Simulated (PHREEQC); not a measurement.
1 kg of water holding 0.0045 mol Na2SO4, 0.27 mol NaCl and 0.015 mol K2SO4 is evaporated at 25 °C; the solids stay in contact with the brine. The system is closed to CO2. The run lets Arcanite, Glaserite, Halite, Mirabilite, Misenite, Sylvite, Thenardite precipitate or redissolve, and no other solid.

The series has 28 steps of water left (kg), from 1 to 0.005012.

The numbers come from PHREEQC with the Pitzer model, pitzer.dat.

Task: Which solids form, in which order, and at which step of the series does each first stand?

Result: Halite from water left = 0.04335 kg; Glaserite from water left = 0.02407 kg.
